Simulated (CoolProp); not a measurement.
A closed Brayton cycle with nitrogen: compressor inlet 333.15 K and 6.7 MPa, high pressure 23.2 MPa, turbine inlet 765 K, compressor efficiency 0.89, turbine efficiency 0.85, recuperator effectiveness 0.8 (on enthalpy, no pinch check). Each further row changes one setting.

Values from CoolProp's reference Helmholtz-energy equation of state, Span 2000.

| case | thermal efficiency (%) | net work (kJ/kg) | compressor to turbine work | compressor exit (K) | turbine exit (K) |
|---|---|---|---|---|---|
| as stated | 16.9 | 39.7 | 0.82 | 494.8 | 578.0 |
| turbine inlet 715 K | 12.0 | 25.5 | 0.87 | 494.8 | 538.5 |
| compressor inlet 343.15 K | 14.8 | 34.2 | 0.84 | 509.4 | 578.0 |
| high pressure 19.7 MPa | 19.2 | 42.4 | 0.78 | 470.2 | 599.5 |
| recuperator effectiveness 0.5 | 15.1 | 39.7 | 0.82 | 494.8 | 578.0 |
